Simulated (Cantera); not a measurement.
Feed: 1 mol Si₃N₄, 0.0036 mol C, 3.7 mol N₂, at 1450 K and 1.90 bar.

These are equilibrium values from Cantera (NASA tables, ideal gas, pure condensed phases), not measurements of a reactor. Candidate condensed phases: C, Si, SiC, Si₃N₄; 20 gas species. Rates play no part.

Base state: N₂ 1.00 (mole fractions); condensed: C(graphite) + Si₃N₄(s).

Question: What changes in the equilibrium state with this change: temperature from 1450 K to 2675 K?

Answer: 
```tsv
species	before	after
N₂	1.00	0.989
Si	<1e-9	0.00848
SiN	<1e-9	0.000916
Si₂N	<1e-9	0.000726
Si₂C	<1e-9	0.000522
C(graphite), mol	0.00360	0
Si₃N₄(s), mol	1.00	0
Si(l), mol	0	2.93
```
The tables' values for SiN are old estimates; treat these amounts as uncertain.
